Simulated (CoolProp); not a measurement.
A single-stage vapour-compression cycle with the fluid: evaporating at 224.15 K (dew point), condensing at 244.15 K (bubble point), superheat 8 K, subcooling 0 K, compressor efficiency 0.8, no pressure losses. The same conditions are run with several fluids, on thermodynamics alone (safety and materials aside).

Model: reference Helmholtz-energy equation of state of each fluid (hydrogen chloride: Thol 2018; R125: Lemmon 2005; R13: Platzer 1990; ammonia: Gao 2020; R134a: Tillner-Roth 1994; C2F6 (R116): Lemmon 2006), in CoolProp. The equations of Platzer and Polt are older, rougher fits.

| fluid | cooling COP | pressure ratio | discharge temperature (K) | refrigerating effect (kJ/kg) | volumetric capacity (kJ/m³) |
|---|---|---|---|---|---|
| hydrogen chloride | (withheld) | (withheld) | 293.2 | 373 | 4190 |
| R125 | 8.19 | 2.45 | 260.3 | 147 | 922 |
| R13 | 7.84 | 2.00 | 263.6 | (withheld) | (withheld) |
| ammonia | (withheld) | 2.90 | 314.2 | 1340 | 519 |
| R134a | (withheld) | 2.83 | 267.8 | 212 | 356 |
| C2F6 (R116) | 7.71 | (withheld) | 254.2 | 87.1 | 2670 |

Problem. What belongs in the gaps?

Solution. 
- hydrogen chloride, cooling COP: 7.80
- hydrogen chloride, pressure ratio: 2.03
- R13, refrigerating effect (kJ/kg): 117
- R13, volumetric capacity (kJ/m³): 3050
- ammonia, cooling COP: 7.93
- R134a, cooling COP: 8.29
- C2F6 (R116), pressure ratio: 2.05
